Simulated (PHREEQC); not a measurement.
Make-up at 25 °C: 0.054 mol Al2(SO4)3, 0.0067 mol MgSO4 and 0.00053 mol HCl per kg of water. It is in equilibrium with CO2 at log p = -3.4 (atm). Otherwise closed; pH follows from the charge balance.

The numbers come from PHREEQC with the ion-association model, wateq4f.dat.

No solid was allowed to form.

Question: What pH, ionic strength does the model give?

Answer: pH 3.61; ionic strength 0.182 mol/kgw.

Question: In which forms is S present?

Answer: AlSO4+ 42 %, Al(SO4)2- 32 %, SO4-2 24 %, MgSO4 1.9 % of the S.
